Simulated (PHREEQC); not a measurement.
Dissolve 0.0018 mol/kgw HF, 0.00018 mol/kgw NaF and 0.0015 mol/kgw KCl at 79 °C. Closed to the air; pH follows from the charge balance.

Computed with PHREEQC (ion-association model, phreeqc.dat).

| quantity | before | after |
|---|---|---|
| pH | 3.33 | 3.42 |
| ionic strength (mol/kgw) | 0.00218 | 0.00618 |
| HF (mol/kgw) | 0.00130 | 0.00475 |
| F- (mol/kgw) | 0.000673 | 0.00314 |
| HF2- (mol/kgw) | 3.76e-6 | 6.40e-5 |
| NaF (mol/kgw) | 6.21e-8 | 5.65e-6 |
| SI of Sylvite (KCl) | -6.83 | -6.86 |
| SI of Halite (NaCl) | -8.23 | -6.93 |

**Question.** What was changed between the two runs?
A) 2.7e-05 mol/kgw HCl added
B) HF replaced by Na2SiF6 at the same molality
C) NaF from 0.00018 to 9e-05 mol/kgw
D) HF from 0.0018 to 0.0009 mol/kgw
E) NaF replaced by NaH2PO4 at the same molality

**Answer.** B, HF replaced by Na2SiF6 at the same molality

No solid was allowed to form. Some of these states are supersaturated (in Quartz (slow to form), Chalcedony (slow to form), for instance). Constants without temperature data keep their 25 °C values here. SiF6-2 is the database's only silicon fluoride.
